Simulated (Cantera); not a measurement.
A closed system holds: 1 mol C2H4, 2.3 mol H2O, at 7.20 mbar.

These are equilibrium values from Cantera (NASA tables, ideal gas, pure condensed phases), not measurements of a reactor. Candidate condensed phases: C, C6H6, C7H8, C8H18, H2O; 110 gas species. Rates play no part.

Task: At 2000 K, list the 5 most abundant gas species with their mole fractions, and the condensed phases.

Result: H2 0.627, CO 0.310, H2O 0.0426, H 0.0152, CO2 0.00460. Condensed: gas only.
